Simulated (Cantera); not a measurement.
Mixture: C2H4 : O2 : N2 : CO2 = 1 : 3.61 : 9.4 : 1.7 (molar parts), at 5.00 bar, adiabatic and at constant pressure. Ignition delay is the time to a rise of 400 K.

Computed with Cantera and GRI-Mech 3.0 (53 species, 325 reactions). GRI-Mech 3.0 was tuned for natural gas; its chemistry of ethylene as a main component is partial and can be far from experiment. Where the delays flatten at high temperature, the 400 K rule measures the pace of heat release, not the induction time.

Q: What does this change do: constant volume in place of constant pressure?

A: 
| quantity | before | after |
|---|---|---|
| delay at 1298 K | 80.9 µs | 79.3 µs |
| delay at 1498 K | 8.36 µs | 7.87 µs |
| delay at 1698 K | 3.44 µs | 3.20 µs |
| delay at 1898 K | 1.92 µs | 1.77 µs |
| delay at 2098 K | 1.21 µs | 1.10 µs |
| apparent activation energy between 1898 and 2098 K | 76 kJ/mol | 78 kJ/mol |
